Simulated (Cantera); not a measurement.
A closed system holds: 1 mol SiC, 0.013 mol O2, 5.6 mol H2, at 0.0353 Torr.

These are equilibrium values from Cantera (NASA tables, ideal gas, pure condensed phases), not measurements of a reactor. Candidate condensed phases: C, C6H6, C7H8, C8H18, H2O, Si, SiC, SiO2; 123 gas species. Mutual solubility and eutectic melting of coexisting phases are not modelled. The tables hold silica as quartz up to 1696 K and as liquid above; real silica turns to tridymite and cristobalite and melts near 1996 K. The numbers say what is thermodynamically allowed, not how fast it happens.

x: gas mole fraction; n: condensed amount in mol.

| T (K) | x H2 | x H | x Si | x CO | x SiO | n SiC(s) | n SiO2(β-quartz) | n C(graphite) |
|---|---|---|---|---|---|---|---|---|
| 1023 | 0.998 | 6.03e-7 | <1e-12 | 0.00154 | 9.72e-7 | 0.991 | 0.00867 | 0 |
| 1098 | 0.998 | … | … | 0.00156 | … | 0.991 | 0.00849 | 0 |
| 1173 | 0.997 | … | … | … | … | 0.989 | … | 0 |
| 1248 | 0.995 | 6.80e-5 | 1.57e-8 | 0.00231 | 0.00231 | 0.987 | 0 | 0 |
| 1323 | 0.995 | 0.000231 | 2.16e-7 | 0.00231 | 0.00231 | 0.987 | 0 | 0 |
| 1398 | 0.995 | 0.000688 | 2.24e-6 | 0.00231 | 0.00231 | 0.987 | 0 | 0 |
| 1473 | 0.994 | 0.00184 | 1.82e-5 | 0.00232 | 0.00230 | 0.987 | 0 | 0 |
| 1548 | 0.991 | 0.00447 | 0.000118 | 0.00237 | 0.00224 | 0.987 | 0 | 0 |
| 1623 | 0.985 | 0.0100 | 0.000590 | 0.00260 | 0.00200 | 0.985 | 0 | 0 |
| 1698 | 0.973 | 0.0208 | 0.00199 | 0.00330 | 0.00127 | 0.981 | 0 | 0 |
| 1773 | 0.951 | 0.0405 | 0.00379 | 0.00418 | 0.000333 | 0.976 | 0 | 0 |
| 1848 | 0.917 | 0.0740 | 0.00466 | 0.00439 | 3.83e-5 | 0.971 | 0 | 0 |
| 1923 | 0.853 | 0.127 | 0.0147 | 0.00422 | 3.27e-5 | 0.903 | 0 | 0.0593 |

### Question
What belongs in the gaps?

### Answer

- 1098, x H: 3.60e-6
- 1098, x Si: 4.92e-12
- 1098, x SiO: 4.73e-5
- 1173, x H: 1.72e-5
- 1173, x Si: 6.61e-10
- 1173, x CO: 0.00197
- 1173, x SiO: 0.00129
- 1173, n SiO2(β-quartz): 0.00384
